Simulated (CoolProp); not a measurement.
The fluid at 277.19 K and 0.892 MPa flows at 0.94 m/s in a round tube of 50 mm bore and 0.25 µm roughness, fully developed (64/Re and Nu = 3.66 if laminar; Colebrook and Gnielinski if turbulent). The same conditions are run with several fluids, on thermodynamics alone (safety and materials aside).

The numbers come from the reference Helmholtz-energy equation of state of each fluid (C3F8 (R218): Lemmon 2006; n-pentane: Thol 2019; n-butane: Bücker 2006; n-heptane: Span 2003; R134a: Tillner-Roth 1994) in CoolProp.

Question: Rank C3F8 (R218), n-pentane, n-butane, n-heptane, R134a by Reynolds number, highest first.

Answer: C3F8 (R218) (290000), R134a (236000), n-butane (143000), n-pentane (134000), n-heptane (65400)

```tsv
fluid	Darcy friction factor	pressure drop (Pa/m)	heat-transfer coefficient (W/(m² K))	mass flow (kg/h)
C3F8 (R218)	0.0146	186	1310	9570
n-pentane	0.0170	96.3	1470	4270
n-butane	0.0167	88.4	1440	3970
n-heptane	0.0197	122	1160	4640
R134a	0.0152	172	1710	8530
```

Transport values come from each fluid's own correlations; those of C3F8 (R218), n-pentane, R134a are estimates that may be off by 10 % or more.
